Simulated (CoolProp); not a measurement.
A single-stage vapour-compression cycle with R236EA: evaporating at 281.15 K (dew point), condensing at 322.15 K (bubble point), superheat 10 K, subcooling 8 K, compressor efficiency 0.8, no pressure losses. Each further row changes one setting.

Values from CoolProp's reference Helmholtz-energy equation of state, Rui 2013.

```
case                              cooling COP  pressure ratio  discharge temperature (K)  refrigerating effect (kJ/kg)  volumetric capacity (kJ/m³)
--------------------------------  -----------  --------------  -------------------------  ----------------------------  ---------------------------
as stated                                4.84            4.06                      328.4                           131                          938
evaporating temperature 286.15 K   (withheld)            3.33                      328.6                           135                         1160
condensing temperature 317.15 K          5.68            3.50                      324.2                           138                          984
subcooling 13 K                    (withheld)            4.06                      328.4                           138                          984
superheat 20 K                           4.95            4.06                      338.5                           140                          962
compressor efficiency 0.7          (withheld)            4.06                 (withheld)                           131                          938
```

### Question
Fill in the missing entries.

### Answer

- evaporating temperature 286.15 K, cooling COP: 5.76
- subcooling 13 K, cooling COP: 5.07
- compressor efficiency 0.7, cooling COP: 4.23
- compressor efficiency 0.7, discharge temperature (K): 332.4
